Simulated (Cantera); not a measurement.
Standard-state values (1 bar) from the NASA 1993 polynomials, evaluated with Cantera. Values are per mole of reaction as written; species without (g) are pure solids or liquids, kept so even where they would boil at 1 bar. TiC: taken at fixed stoichiometry.

### Question
Between 300 and 2348 K, where is each reaction favourable under standard conditions?
- TiO(g) + C = CO(g) + Ti
- 4 TiO2 + N2O(g) = 2 NO(g) + Ti4O7
- TiC + 2 CO(g) = TiO2 + 3 C

### Answer
- TiO(g) + C = CO(g) + Ti: ΔG° is -162 kJ at 300 K and -169 kJ at 2348 K; it stays negative (K > 1). ΔH° is -127 kJ and ΔS° 18 J/K at 2348 K.
- 4 TiO2 + N2O(g) = 2 NO(g) + Ti4O7: ΔG° is 416 kJ at 300 K and -32 kJ at 2348 K; it changes sign between 2173 and 2198 K. ΔH° is 456 kJ and ΔS° 208 J/K at 2348 K.
- TiC + 2 CO(g) = TiO2 + 3 C: ΔG° is -434 kJ at 300 K and 250 kJ at 2348 K; it changes sign between 300 and 2098 K. ΔH° is -429 kJ and ΔS° -289 J/K at 2348 K.
